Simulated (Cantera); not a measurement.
Input (Python, Cantera):

```python
import numpy as np
import cantera as ct

gas = ct.Solution("gri30.yaml")
gas.TPX = 1250, 12000, {'H2': 0.48, 'O2': 1, 'N2': 1.5}
reactor = ct.IdealGasConstPressureReactor(gas, energy="off", clone=False)
net = ct.ReactorNet([reactor])
net.rtol, net.atol = 1e-08, 1e-18
show = ['H2', 'O2', 'N2O', 'O', 'H2O2', 'H']
times = np.geomspace(2e-06, 20, 11)

steps = ct.SolutionArray(gas, extra=["t"])
rows = []
print(f"{'t/s':>10s}{'T/K':>9s}{'P/Pa':>11s}" + "".join(f"{s:>11s}" for s in show))
for t in times:
    while net.time < t:
        t_next = net.step()
        steps.append(gas.state, t=t_next)
    rows.append([np.interp(t, steps.t, y) for y in (steps.T, steps.P, *steps(*show).X.T)])
    print(f"{t:10.3e}{rows[-1][0]:9.1f}{rows[-1][1]:11.4g}" + "".join(f"{x:11.3e}" for x in rows[-1][2:]))
rate = np.gradient(steps.T, steps.t)
print("integrator steps:", len(steps.t))
if steps.T.max() > steps.T[0] + 200:
    print(f"time of steepest temperature rise: {steps.t[rate.argmax()]:.4e} s")
gas.TPX = 1250, 12000, {'H2': 0.48, 'O2': 1, 'N2': 1.5}
gas.equilibrate("TP")
print(f"equilibrium (TP): T = {gas.T:.1f} K  " + "  ".join(f"{s} {gas[s].X[0]:.3e}" for s in show))
```

Result:

```
       t/s      T/K       P/Pa         H2         O2        N2O          O       H2O2          H
 2.000e-06   1250.0    1.2e+04  1.611e-01  3.356e-01  3.011e-17  1.752e-10  3.964e-13  2.089e-09
 1.002e-05   1250.0    1.2e+04  1.611e-01  3.356e-01  2.734e-16  3.363e-09  9.953e-12  1.186e-08
 5.024e-05   1250.0    1.2e+04  1.611e-01  3.356e-01  1.523e-14  2.324e-07  2.629e-10  5.686e-07
 2.518e-04   1250.0    1.2e+04  1.546e-02  2.603e-01  8.712e-09  3.488e-02  1.560e-06  5.556e-02
 1.262e-03   1250.0    1.2e+04  1.888e-03  2.740e-01  3.851e-08  4.948e-03  1.604e-06  2.583e-03
 6.325e-03   1250.0    1.2e+04  5.497e-05  2.771e-01  5.736e-08  1.423e-04  3.415e-07  1.219e-05
 3.170e-02   1250.0    1.2e+04  3.318e-06  2.773e-01  6.230e-08  9.759e-06  5.733e-08  2.176e-07
 1.589e-01   1250.0    1.2e+04  4.045e-07  2.774e-01  6.338e-08  1.281e-06  1.087e-08  1.029e-08
 7.962e-01   1250.0    1.2e+04  7.316e-08  2.774e-01  5.840e-08  2.373e-07  2.399e-09  8.280e-10
 3.991e+00   1250.0    1.2e+04  3.385e-08  2.774e-01  3.554e-08  1.076e-07  1.194e-09  2.624e-10
 2.000e+01   1250.0    1.2e+04  3.334e-08  2.774e-01  7.037e-09  1.059e-07  1.177e-09  2.565e-10
integrator steps: 1892
equilibrium (TP): T = 1250.0 K  H2 3.335e-08  O2 2.772e-01  N2O 5.337e-09  O 1.059e-07  H2O2 1.177e-09  H 2.565e-10
```

Detailed kinetics in Cantera: GRI-Mech 3.0 (53 species, 325 reactions). The temperature is held fixed by assumption; the heat of reaction is taken as removed at once.
